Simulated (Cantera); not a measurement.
Adiabatic ignition

An adiabatic, constant-volume homogeneous reactor starts with 10.2 % CH4, 1.74 % C2H6, 0.902 % C3H8, 18.3 % O2, 68.8 % N2, at 1723 K and 5.00 bar.

Detailed kinetics in Cantera: GRI-Mech 3.0 (53 species, 325 reactions). Above 3000 K some thermodynamic fits are extrapolated.

| t (s) | T (K) | P (bar) | x CH4 | x C2H6 | x C3H8 | x O2 | x OH |
|---|---|---|---|---|---|---|---|
| 3.00e-6 | 1717 | 5.02 | 0.0981 | 0.0145 | 0.00586 | 0.178 | 6.47e-5 |
| 7.33e-6 | 1858 | 5.58 | 0.0782 | 0.00629 | 0.000980 | 0.151 | 0.000250 |
| 1.79e-5 | 3116 | 10.6 | 3.94e-11 | <1e-12 | <1e-12 | 0.000800 | 0.0109 |
| 4.38e-5 | 3112 | 10.5 | 4.11e-11 | <1e-12 | <1e-12 | 0.000760 | 0.0107 |
| 0.000107 | 3107 | 10.5 | 4.24e-11 | <1e-12 | <1e-12 | 0.000728 | 0.0104 |
| 0.000262 | 3106 | 10.5 | 4.26e-11 | <1e-12 | <1e-12 | 0.000723 | 0.0104 |
| 0.000641 | 3106 | 10.5 | 4.26e-11 | <1e-12 | <1e-12 | 0.000723 | 0.0104 |
| 0.00157 | 3106 | 10.5 | 4.26e-11 | <1e-12 | <1e-12 | 0.000723 | 0.0104 |
| 0.00383 | 3106 | 10.5 | 4.26e-11 | <1e-12 | <1e-12 | 0.000723 | 0.0104 |
| 0.00936 | 3106 | 10.5 | 4.26e-11 | <1e-12 | <1e-12 | 0.000723 | 0.0104 |
| 0.0229 | 3106 | 10.5 | 4.26e-11 | <1e-12 | <1e-12 | 0.000723 | 0.0104 |
| 0.0560 | 3106 | 10.5 | 4.26e-11 | <1e-12 | <1e-12 | 0.000723 | 0.0104 |
| 0.137 | 3106 | 10.5 | 4.26e-11 | <1e-12 | <1e-12 | 0.000723 | 0.0104 |
| 0.335 | 3106 | 10.5 | 4.26e-11 | <1e-12 | <1e-12 | 0.000723 | 0.0104 |
| 0.818 | 3106 | 10.5 | 4.26e-11 | <1e-12 | <1e-12 | 0.000723 | 0.0104 |
| 2.00 | 3106 | 10.5 | 4.26e-11 | <1e-12 | <1e-12 | 0.000723 | 0.0104 |
x: mole fraction; the columns are a selection and need not sum to one.

* **time of steepest temperature rise**: 10.1 µs
* **temperature at 2.00 s**: 3106 K
* **equilibrium temperature**: 3106 K
* **x(CH4) at 2.00 s**: 4.26e-11 (gas-phase equilibrium 4.88e-11)
* **x(C2H6) at 2.00 s**: <1e-12 (gas-phase equilibrium <1e-12)
* **x(C3H8) at 2.00 s**: <1e-12 (gas-phase equilibrium <1e-12)
